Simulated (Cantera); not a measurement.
Cantera run, input and output.

```python
import numpy as np
import cantera as ct

gas = ct.Solution("h2o2.yaml")
gas.TPX = 1225, 100, {'H2': 0.048, 'O2': 1}
reactor = ct.IdealGasConstPressureReactor(gas, energy="off", clone=False)
net = ct.ReactorNet([reactor])
net.rtol, net.atol = 1e-08, 1e-18
show = ['H2', 'O2', 'O', 'OH', 'H2O', 'H', 'H2O2']
times = np.geomspace(0.0003, 1, 11)

steps = ct.SolutionArray(gas, extra=["t"])
rows = []
print(f"{'t/s':>10s}{'T/K':>9s}{'P/Pa':>11s}" + "".join(f"{s:>11s}" for s in show))
for t in times:
    while net.time < t:
        t_next = net.step()
        steps.append(gas.state, t=t_next)
    rows.append([np.interp(t, steps.t, y) for y in (steps.T, steps.P, *steps(*show).X.T)])
    print(f"{t:10.3e}{rows[-1][0]:9.1f}{rows[-1][1]:11.4g}" + "".join(f"{x:11.3e}" for x in rows[-1][2:]))
rate = np.gradient(steps.T, steps.t)
print("integrator steps:", len(steps.t))
if steps.T.max() > steps.T[0] + 200:
    print(f"time of steepest temperature rise: {steps.t[rate.argmax()]:.4e} s")
gas.TPX = 1225, 100, {'H2': 0.048, 'O2': 1}
gas.equilibrate("TP")
print(f"equilibrium (TP): T = {gas.T:.1f} K  " + "  ".join(f"{s} {gas[s].X[0]:.3e}" for s in show))
```

It prints:

```
       t/s      T/K       P/Pa         H2         O2          O         OH        H2O          H       H2O2
 3.000e-04   1225.0        100  4.580e-02  9.542e-01  3.405e-10  3.236e-10  3.751e-11  1.132e-09  7.417e-14
 6.752e-04   1225.0        100  4.580e-02  9.542e-01  1.442e-09  1.292e-09  3.535e-10  2.142e-09  3.753e-13
 1.519e-03   1225.0        100  4.580e-02  9.542e-01  5.853e-09  4.726e-09  3.008e-09  4.427e-09  1.896e-12
 3.420e-03   1225.0        100  4.580e-02  9.542e-01  2.883e-08  2.081e-08  2.686e-08  1.439e-08  9.556e-12
 7.696e-03   1225.0        100  4.580e-02  9.542e-01  3.393e-07  2.327e-07  4.484e-07  1.459e-07  4.786e-11
 1.732e-02   1225.0        100  4.570e-02  9.541e-01  5.350e-05  3.646e-05  7.612e-05  2.268e-05  2.395e-10
 3.898e-02   1225.0        100  3.037e-03  9.203e-01  2.692e-02  5.210e-03  3.577e-02  8.777e-03  1.274e-08
 8.773e-02   1225.0        100  7.221e-04  9.163e-01  3.276e-02  3.446e-03  3.996e-02  6.803e-03  5.825e-09
 1.974e-01   1225.0        100  7.123e-04  9.168e-01  3.232e-02  3.424e-03  4.007e-02  6.665e-03  5.828e-09
 4.443e-01   1225.0        100  6.936e-04  9.179e-01  3.134e-02  3.381e-03  4.029e-02  6.373e-03  5.853e-09
 1.000e+00   1225.0        100  6.533e-04  9.203e-01  2.926e-02  3.285e-03  4.075e-02  5.768e-03  5.902e-09
integrator steps: 631
equilibrium (TP): T = 1225.0 K  H2 3.231e-08  O2 9.531e-01  O 1.308e-06  OH 2.354e-05  H2O 4.686e-02  H 1.783e-09  H2O2 4.317e-11
```

Detailed kinetics in Cantera: the H2/O2 subset of GRI-Mech 3.0, which has no nitrogen chemistry. Radical loss at walls, strong at low pressure, is not modelled. The temperature is held fixed by assumption; the heat of reaction is taken as removed at once.
